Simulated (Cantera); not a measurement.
A closed system holds: 1 mol BaF₂, 7.4 mol H₂O, 0.28 mol N₂, held at 2073 K and 0.00203 Torr.

Method: chemical equilibrium by Gibbs-energy minimisation in Cantera with the NASA 1993 tables (ideal gas, pure condensed phases). Candidate condensed phases: Ba, BaF₂, BaO, Ba(OH)₂, H₂O; 45 gas species. Rates play no part.

Base state: H 0.444, O 0.177, H₂ 0.0770, H₂O 0.0652, O₂ 0.0641, HF 0.0577, OH 0.0428, BaF 0.0388 (mole fractions); condensed: gas only.

Q: What changes in the equilibrium state with this change: BaF₂ replaced by SrCl₂?

A: 
```tsv
species	before	after
H	0.444	0.442
O	0.177	0.167
H₂	0.0770	0.0761
Cl	0	0.0738
HF	0.0577	0
BaF	0.0388	0
Sr	0	0.0375
HCl	0	0.0172
O₂	0.0641	0.0568
H₂O	0.0652	0.0607
N₂	0.0153	0.0143
OH	0.0428	0.0400
Ba	0.00861	0
BaF₂	0.00775	0
SrCl	0	0.00634
```
Further candidate phases: NH₄Cl, Sr, SrCl₂, SrO, Sr(OH)₂.
